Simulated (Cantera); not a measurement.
An isothermal, constant-pressure homogeneous reactor starts with CH4 : CO2 = 1 : 2.9 (molar parts), at 1475 K and 100.0 Torr. Integrator tolerance rtol = 1e-08.

Cantera simulation using GRI-Mech 3.0 (53 species, 325 reactions); the numbers are that mechanism's predictions, not measurements.

Question: What does this change do: temperature 1475 to 2025 K?

Answer: 
```
quantity                                            before                                      after
-----------------  ---------------------------------------  -----------------------------------------
x(CH4) at 2.00 s     0.136 (gas-phase equilibrium 2.07e-9)  6.75e-12 (gas-phase equilibrium 7.39e-12)
x(CO2) at 2.00 s       0.588 (gas-phase equilibrium 0.167)        0.136 (gas-phase equilibrium 0.136)
x(HO2) at 2.00 s     <1e-12 (gas-phase equilibrium <1e-12)  3.30e-10 (gas-phase equilibrium 3.30e-10)
x(H) at 2.00 s     3.59e-6 (gas-phase equilibrium 1.53e-5)    0.00207 (gas-phase equilibrium 0.00207)
x(C2H6) at 2.00 s  0.000121 (gas-phase equilibrium <1e-12)      <1e-12 (gas-phase equilibrium <1e-12)
x(C2H) at 2.00 s    4.83e-9 (gas-phase equilibrium <1e-12)      <1e-12 (gas-phase equilibrium <1e-12)
x(C2H4) at 2.00 s   0.00133 (gas-phase equilibrium <1e-12)      <1e-12 (gas-phase equilibrium <1e-12)
```

Question: What does this change do: temperature 1475 to 1600 K?

Answer: 
| quantity | before | after |
|---|---|---|
| x(CH4) at 2.00 s | 0.136 (gas-phase equilibrium 2.07e-9) | 0.0108 (gas-phase equilibrium 4.05e-10) |
| x(CO2) at 2.00 s | 0.588 (gas-phase equilibrium 0.167) | 0.265 (gas-phase equilibrium 0.158) |
| x(HO2) at 2.00 s | <1e-12 (gas-phase equilibrium <1e-12) | <1e-12 (gas-phase equilibrium <1e-12) |
| x(H) at 2.00 s | 3.59e-6 (gas-phase equilibrium 1.53e-5) | 4.85e-5 (gas-phase equilibrium 6.27e-5) |
| x(C2H6) at 2.00 s | 0.000121 (gas-phase equilibrium <1e-12) | 4.22e-6 (gas-phase equilibrium <1e-12) |
| x(C2H) at 2.00 s | 4.83e-9 (gas-phase equilibrium <1e-12) | 8.25e-8 (gas-phase equilibrium <1e-12) |
| x(C2H4) at 2.00 s | 0.00133 (gas-phase equilibrium <1e-12) | 0.000121 (gas-phase equilibrium <1e-12) |

Question: What does this change do: temperature 1475 to 1323 K?

Answer: 
| quantity | before | after |
|---|---|---|
| x(CH4) at 2.00 s | 0.136 (gas-phase equilibrium 2.07e-9) | 0.253 (gas-phase equilibrium 2.32e-8) |
| x(CO2) at 2.00 s | 0.588 (gas-phase equilibrium 0.167) | 0.742 (gas-phase equilibrium 0.182) |
| x(HO2) at 2.00 s | <1e-12 (gas-phase equilibrium <1e-12) | <1e-12 (gas-phase equilibrium <1e-12) |
| x(H) at 2.00 s | 3.59e-6 (gas-phase equilibrium 1.53e-5) | 2.22e-8 (gas-phase equilibrium 1.95e-6) |
| x(C2H6) at 2.00 s | 0.000121 (gas-phase equilibrium <1e-12) | 0.000231 (gas-phase equilibrium <1e-12) |
| x(C2H) at 2.00 s | 4.83e-9 (gas-phase equilibrium <1e-12) | 2.03e-12 (gas-phase equilibrium <1e-12) |
| x(C2H4) at 2.00 s | 0.00133 (gas-phase equilibrium <1e-12) | 0.000689 (gas-phase equilibrium <1e-12) |
